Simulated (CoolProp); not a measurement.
A single-stage vapour-compression cycle with R143a: evaporating at 223.15 K (dew point), condensing at 287.15 K (bubble point), superheat 10 K, subcooling 0 K, compressor efficiency 0.7, no pressure losses. Each further row changes one setting.

Values from CoolProp's reference Helmholtz-energy equation of state, Lemmon and Jacobsen 2000.

| case | cooling COP | pressure ratio | discharge temperature (K) | refrigerating effect (kJ/kg) | volumetric capacity (kJ/m³) |
|---|---|---|---|---|---|
| as stated | 1.75 | 10.6 | 336.1 | 145 | 582 |
| evaporating temperature 228.15 K | 1.99 | 8.33 | 331.4 | 149 | 744 |
| condensing temperature 282.15 K | 1.97 | 9.16 | 329.4 | 153 | 613 |
| subcooling 5 K | 1.84 | 10.6 | 336.1 | 153 | 613 |
| superheat 20 K | 1.76 | 10.6 | 347.3 | 154 | 587 |
| compressor efficiency 0.6 | 1.50 | 10.6 | 348.5 | 145 | 582 |
